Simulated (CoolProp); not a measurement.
Vapour-liquid equilibrium of R22 (1) + n-pentane (2) at 0.00613 MPa; x and y are mole fractions of (1).

The numbers come from the multi-fluid Helmholtz-energy mixture model, Kamei 1995 and Thol 2019; pair parameters Bell 2016 in CoolProp.

Q: Give the bubble temperature and the first vapour's composition at x = 0.35, 0.55, 0.85. Is there an azeotrope?

A: x = 0.35: -83.5 °C, y = 0.991; x = 0.55: -84.8 °C, y = 0.993; x = 0.85: -85.6 °C, y = 0.995. No azeotrope shows between x = 0.05 and 0.95.

Pair parameters are fitted to limited data, so mixtures are less certain than the pure fluids. With so large a gap from Raoult's law the liquid may split in two, which this calculation doesn't test in full.
